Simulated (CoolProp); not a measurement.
Values from CoolProp's reference Helmholtz-energy equation of state, Gao 2022.

**Question.** Give the vapour pressure (bar), vapour density (kg/m³), enthalpy of vaporisation (kJ/kg), liquid cp (kJ/(kg K)) of saturated n-perfluorohexane at 330.1, 354.2, 378.4 K.

**Answer.** 
```csv
T (K),p (bar),vapour density (kg/m³),enthalpy of vaporisation (kJ/kg),liquid cp (kJ/(kg K))
330.1,1.01,13.2,84.5,1.10
354.2,2.13,27.4,77.2,1.14
378.4,4.05,52.6,68.8,1.19
```
